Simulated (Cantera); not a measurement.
An adiabatic, constant-pressure homogeneous reactor starts with C2H4 : O2 : N2 : H2O = 1 : 9.38 : 24.4 : 0.96 (molar parts), equivalence ratio 0.32, at 1773 K and 0.710 bar.

Cantera simulation using GRI-Mech 3.0 (53 species, 325 reactions); the numbers are that mechanism's predictions, not measurements. GRI-Mech 3.0 was tuned for natural gas; its chemistry of ethylene as a main component is partial and can be far from experiment.

Problem. Predict: time of steepest temperature rise; temperature at 4.00 s; equilibrium temperature; x(O2) at 4.00 s; x(H2O) at 4.00 s; x(CO2) at 4.00 s; x(HO2) at 4.00 s.

Solution. 
```json
{
  "time_of_steepest_temperature_rise": "21.5 µs",
  "temperature at 4.00 s": "2512 K",
  "equilibrium_temperature": "2512 K",
  "x(O2) at 4.00 s": "0.164 (gas-phase equilibrium 0.164)",
  "x(H2O) at 4.00 s": "0.0733 (gas-phase equilibrium 0.0733)",
  "x(CO2) at 4.00 s": "0.0496 (gas-phase equilibrium 0.0496)",
  "x(HO2) at 4.00 s": "9.60e-6 (gas-phase equilibrium 9.60e-6)"
}
```
